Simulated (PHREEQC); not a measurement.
Spent oxide etchant (model solution)

A solution holds 0.16 mol NH4HF2, 9.6e-05 mol (NH4)2SiF6, 0.00052 mol H3BO3 and 0.0086 mol KH2PO4 per kg of water, at 71 °C. Closed to the air; pH follows from the charge balance.

Model: ion-association model, phreeqc.dat, run in PHREEQC.

The pH is 3.41, the ionic strength comes out as 0.169 mol/kgw and the activity of water is 0.992. The density is 0.982 g/cm³ and the total alkalinity is -160 meq/kg.

```json
[
 {"species": "NH4+", "molality": "0.160", "activity": "0.108", "log γ": "-0.171"},
 {"species": "F-", "molality": "0.110", "activity": "0.0768", "log γ": "-0.155"},
 {"species": "HF", "molality": "0.107", "activity": "0.111", "log γ": "0.017"},
 {"species": "HF2-", "molality": "0.0508", "activity": "0.0372", "log γ": "-0.135"},
 {"species": "K+", "molality": "0.00860", "activity": "0.00605", "log γ": "-0.153"},
 {"species": "H2PO4-", "molality": "0.00806", "activity": "0.00595", "log γ": "-0.132"},
 {"species": "H3PO4", "molality": "0.000533", "activity": "0.000554", "log γ": "0.017"},
 {"species": "BF4-", "molality": "0.000515", "activity": "0.000378", "log γ": "-0.135"},
 {"species": "H+", "molality": "0.000498", "activity": "0.000393", "log γ": "-0.102"},
 {"species": "SiF6-2", "molality": "9.60e-5", "activity": "2.74e-5", "log γ": "-0.544"},
 {"species": "BF3OH-", "molality": "4.38e-6", "activity": "3.22e-6", "log γ": "-0.135"}
]
```

This is a speciation only: nothing precipitates in the calculation. At this temperature some constants are extrapolated from 25 °C, and those without enthalpy data are left unchanged. SiF6-2 is the database's only silicon fluoride. Real BF4- forms and hydrolyses slowly; the run takes it at equilibrium.
